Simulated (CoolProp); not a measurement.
Propyne along the isotherm 452.4 K: Z from the reference equation and from simpler models built on Tc = 402.7 K, pc = 56.58 bar, ω = 0.204; each cubic takes its own stable root.

Computed with CoolProp (reference Helmholtz-energy equation of state, Polt 1992). This equation is an older, rougher fit; its heat capacities, sound speeds and derivatives of the liquid may be far off and weren't checked against measurements.

```tsv
p (bar)	phase	reference
1.01	gas	0.9957
1.7	gas	0.9927
2.86	gas	0.9878
4.83	gas	0.9793
8.16	gas	0.9648
13.8	gas	0.9399
23.2	gas	0.8972
39.2	gas	0.8204
66.2	supercritical	0.6741
112	supercritical	0.4504
188	supercritical	0.5109
318	supercritical	0.7371
```

How far does each simpler model (van der Waals, Redlich-Kwong) lie from the reference over these 12 states: mean and median of the absolute difference, and the worst?


- van der Waals: mean 5.3 %, median 0.3 %, worst +28.9 % at 452.4 K and 318 bar
- Redlich-Kwong: mean 1.7 %, median 0.2 %, worst +8.1 % at 452.4 K and 188 bar
